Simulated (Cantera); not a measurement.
Source: NASA polynomial tables (part measured, part estimated), evaluated in Cantera. Values are per mole of reaction as written; species without (g) are pure solids or liquids, kept so even where they would boil at 1 bar.

Task: Between 300 and 2100 K, where is each reaction favourable under standard conditions?
- 4 Nb + 5 H2O2(g) ⇌ 2 Nb2O5 + 10 H(g)

Result: 
- 4 Nb + 5 H2O2(g) ⇌ 2 Nb2O5 + 10 H(g): ΔG° is -969 kJ at 300 K and -1536 kJ at 2100 K; it stays negative (K > 1). ΔH° is -474 kJ and ΔS° 506 J/K at 2100 K.
